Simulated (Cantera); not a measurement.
What does this Cantera script print?

```python
import numpy as np
import cantera as ct

gas = ct.Solution("gri30.yaml")


def delay(T, t_max=10):
    gas.TPX = T, 470000, {'CO': 1, 'H2': 0.25, 'O2': 1.04, 'N2': 3.92}
    reactor = ct.IdealGasConstPressureReactor(gas, clone=False)
    net = ct.ReactorNet([reactor])
    net.rtol, net.atol = 1e-8, 1e-16
    while net.time < t_max:
        t_old, T_old = net.time, reactor.T
        net.step()
        if reactor.T > T + 400:  # ignition: a rise of 400 K
            return t_old + (T + 400 - T_old) / (reactor.T - T_old) * (net.time - t_old)
    return np.nan


taus = []
for T in [1200, 1250, 1300, 1350, 1400, 1450]:
    taus.append(delay(T))
    print(f"T0 = {T:6g} K   tau = {taus[-1]:.4e} s")
```

Result:

```
T0 =   1200 K   tau = 3.2418e-05 s
T0 =   1250 K   tau = 2.1787e-05 s
T0 =   1300 K   tau = 1.6497e-05 s
T0 =   1350 K   tau = 1.3415e-05 s
T0 =   1400 K   tau = 1.1444e-05 s
T0 =   1450 K   tau = 1.0105e-05 s
```

Computed with Cantera and GRI-Mech 3.0 (53 species, 325 reactions). The hydrogen kinetics of GRI-Mech 3.0 are dated; newer H2 mechanisms differ, most at raised pressure. Where the delays flatten at high temperature, the 400 K rule measures the pace of heat release, not the induction time.
